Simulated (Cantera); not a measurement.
A closed system holds: 1 mol Fe3O4, 4.1 mol C, 0.33 mol N2, equilibrated at 195 Torr.

Cantera equilibrium calculation (NASA polynomials, part measured and part estimated; ideal gas, pure solids and liquids). Candidate condensed phases: C, Fe, Fe(CO)5, FeO, Fe2O3, Fe3O4; 27 gas species. Iron dissolves carbon and melts from about 1420 K in contact with it, which pure phases cannot show. Condensed phases not in the tables: cementite and carbon dissolved in iron. The numbers say what is thermodynamically allowed, not how fast it happens.

**Question.** At 1625 K, list the 3 most abundant gas species with their mole fractions, and the condensed phases.

**Answer.** CO 0.924, N2 0.0762, CO2 5.34e-5. Condensed: C(graphite) + Fe(γ).
